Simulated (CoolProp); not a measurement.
A single-stage vapour-compression cycle with isobutene: evaporating at 285.15 K (dew point), condensing at 315.15 K (bubble point), superheat 8 K, subcooling 2 K, compressor efficiency 0.7, no pressure losses. Each further row changes one setting.

Computed with CoolProp (reference Helmholtz-energy equation of state, Lemmon 2005). It is a short technical equation, of lower accuracy than the large ones.

| case | cooling COP | pressure ratio | discharge temperature (K) | refrigerating effect (kJ/kg) | volumetric capacity (kJ/m³) |
|---|---|---|---|---|---|
| as stated | (withheld) | 2.46 | 330.5 | 319 | 1580 |
| evaporating temperature 290.15 K | (withheld) | (withheld) | 328.9 | 326 | (withheld) |
| condensing temperature 310.15 K | (withheld) | 2.14 | 324.7 | 331 | 1640 |
| subcooling 7 K | (withheld) | 2.46 | 330.5 | 331 | 1640 |
| superheat 18 K | 6.02 | 2.46 | 340.6 | 336 | 1590 |
| compressor efficiency 0.6 | (withheld) | 2.46 | 335.2 | 319 | 1580 |

Question: Some entries are withheld; supply them.

Answer: 
- as stated, cooling COP: 5.96
- evaporating temperature 290.15 K, cooling COP: 7.42
- evaporating temperature 290.15 K, pressure ratio: 2.08
- evaporating temperature 290.15 K, volumetric capacity (kJ/m³): 1880
- condensing temperature 310.15 K, cooling COP: 7.32
- subcooling 7 K, cooling COP: 6.19
- compressor efficiency 0.6, cooling COP: 5.11
